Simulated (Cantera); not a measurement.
Input (Python, Cantera) and output of one run.

```python
import numpy as np
import cantera as ct

gas_names = """
    Electron C C+ C- CH CH+ CH2 CH3 CH4 C2 C2+ C2- C2H C2H2,acetylene C2H2,vinylidene C2H3,vinyl C2H4
    C2H5 C2H6 C3 C3H3,propargyl C3H4,allene C3H4,propyne C3H4,cyclo- C3H5,allyl C3H6,propylene
    C3H6,cyclo- C3H7,n-propyl C3H7,i-propyl C3H8 C4 C4H2 C4H4,1,3-cyclo- C4H6,butadiene C4H6,2-butyne
    C4H6,cyclo- C4H8,1-butene C4H8,cis2-buten C4H8,tr2-butene C4H8,isobutene C4H8,cyclo- C4H9,n-butyl
    C4H9,i-butyl C4H9,s-butyl C4H9,t-butyl C4H10,isobutane C4H10,n-butane C5 C5H6,1,3cyclo- C5H8,cyclo-
    C5H10,1-pentene C5H10,cyclo- C5H11,pentyl C5H11,t-pentyl C5H12,n-pentane C5H12,i-pentane
    CH3C(CH3)2CH3 C6H2 C6H5,phenyl C6H6 C6H10,cyclo- C6H12,1-hexene C6H12,cyclo- C6H13,n-hexyl
    C7H7,benzyl C7H8 C7H14,1-heptene C7H15,n-heptyl C7H16,n-heptane C8H8,styrene C8H10,ethylbenz
    C8H16,1-octene C8H17,n-octyl C8H18,isooctane C8H18,n-octane C9H19,n-nonyl C10H8,naphthale
    C10H21,n-decyl C12H9,o-bipheny C12H10,bipheny H H+ H- H2 H2+ H2-
""".split()
cond_names = """
    C(gr) C6H6(L) C7H8(L) C8H18(L),n-octa
""".split()


def load(file, names, dense=False):
    # The tables refer to 1 bar. Condensed volumes are neglected.
    table = {s.name: s for s in ct.Species.list_from_file(file)}
    out = []
    for n in names:
        d = dict(table[n].input_data)
        d["thermo"] = dict(d["thermo"], **{"reference-pressure": 1e5})
        if dense:
            d["equation-of-state"] = {"model": "constant-volume", "density": "1e6 g/cm^3"}
        out.append(ct.Species.from_dict(d))
    return out


gas = ct.Solution(thermo="ideal-gas", species=load("nasa_gas.yaml", gas_names))
cond = {s.name: ct.Solution(thermo="fixed-stoichiometry", species=[s], name=s.name)
        for s in load("nasa_condensed.yaml", cond_names, dense=True)}
atoms = {
    'C': {'C': 1},
    'H2': {'H': 2},
}
top_T = {'C(gr)': 4500}  # K; cautious upper limits of use, not melting points


def equilibrate(T, P, feed):
    n = {}
    for name, mol in feed.items():
        for a, k in atoms[name].items():
            n[a] = n.get(a, 0.0) + k * mol
    gas.TPX = T, P, n
    mass = sum(n.values()) * gas.mean_molecular_weight
    gas.equilibrate("TP")
    valid = [c for c in cond.values() if c.min_temp <= T <= top_T.get(c.name, c.max_temp)]
    mix = ct.Mixture([(gas, mass / gas.mean_molecular_weight)] + [(c, 0.0) for c in valid])
    mix.T, mix.P = T, P
    mix.equilibrate("TP", solver="vcs", rtol=1e-11, max_steps=5000)
    return mix


results = []
feed = {'C': 1, 'H2': 1.3}  # mol
P = 101325  # Pa
for T in [2000, 2500, 3000, 3500, 4000, 4500, 5000]:
    mix = equilibrate(T, P, feed)
    results.append((T, P, feed, dict(zip(mix.species_names, mix.species_moles))))

top = {s: max(r[3][s] / sum(r[3][g] for g in gas_names) for r in results) for s in gas_names}
cols = sorted((s for s in top if top[s] > 1e-05), key=lambda s: -top[s])[:6]
seen = [c for c in cond_names if any(r[3].get(c, 0) > 1e-12 for r in results)]
print("log10 of partial pressures in bar; condensed amounts in mol")
print(f"{'T/K':>10s}" + "".join(f"{s[:9]:>10s}" for s in cols + seen))
for T, P, feed, n in results:
    ng = sum(n[g] for g in gas_names)
    print(f"{T:10.4g}" + "".join(f"{np.log10(max(n[s] / ng * P / 1e5, 1e-99)):10.3f}" for s in cols)
          + "".join(f"{n.get(c, 0):10.4g}" for c in seen))
```

It prints:

```
log10 of partial pressures in bar; condensed amounts in mol
       T/K        H2         H         C C2H2,acet        C3        C2     C(gr)
      2000     0.004    -2.787   -10.517    -3.110   -10.557   -11.630    0.9974
      2500    -0.010    -1.605    -6.779    -1.976    -6.304    -7.339    0.9719
      3000    -0.088    -0.846    -4.295    -1.294    -3.506    -4.499    0.8455
      3500    -0.350    -0.404    -2.527    -1.018    -1.534    -2.485    0.3278
      4000    -0.764    -0.180    -1.559    -1.740    -1.134    -1.692         0
      4500    -1.311    -0.116    -0.988    -2.885    -1.371    -1.440         0
      5000    -1.867    -0.125    -0.684    -4.222    -2.018    -1.544         0
```

These are equilibrium values from Cantera (NASA tables, ideal gas, pure condensed phases), not measurements of a reactor.
